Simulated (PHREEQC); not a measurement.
Dissolve 80 mmol/kgw Al2(SO4)3, 19 mmol/kgw CaCl2 and 0.7 mmol/kgw HCl at 35 °C. Closed to the air; pH follows from the charge balance.

All values are PHREEQC results (ion-association model, phreeqc.dat), not measurements.

Q: The ionic strength comes out as 0.281 mol/kgw. What activity coefficients do AlHSO4+2, Cl-, AlSO4+, H+, HSO4- get?

A: AlHSO4+2 0.29, Cl- 0.69, AlSO4+ 0.70, H+ 0.78, HSO4- 0.73.

Precipitation was switched off in this run. Examples of supersaturated solids here: Gypsum, Gibbsite (slow to form). Others may be too. Complexes and solids missing from the database can't appear.
